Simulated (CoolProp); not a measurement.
Saturation properties of chlorine.

Values from CoolProp's reference Helmholtz-energy equation of state, Thol 2021.

```csv
T (K),p (kPa),liquid density (kg/m³),vapour density (kg/m³)
310.1,1059,1355,33.53
318.1,1285,1328,40.55
326.2,1549,1301,48.79
334.2,1845,1272,58.21
342.3,2184,1242,69.24
350.3,2559,1211,81.85
358.3,2978,1178,96.48
366.4,3448,1142,113.8
```

It boils at 239.2 K under 1 atm.
